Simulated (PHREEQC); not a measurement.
A solution holds 0.0029 mol/kgw HCl, 2.25e-05 mol/kgw Li2SO4 and 9.3e-05 mol/kgw NiSO4, at 70 °C. Closed to the air; pH follows from the charge balance.

All values are PHREEQC results (ion-association model, wateq4f.dat), not measurements.

Problem. The ionic strength comes out as 0.00324 mol/kgw. What activity coefficients do H+, HSO4-, Ni+2, SO4-2, Li+ get?

Solution. H+ 0.94, HSO4- 0.94, Ni+2 0.76, SO4-2 0.77, Li+ 0.94.

This is a speciation only: nothing precipitates in the calculation. Constants without temperature data keep their 25 °C values here.
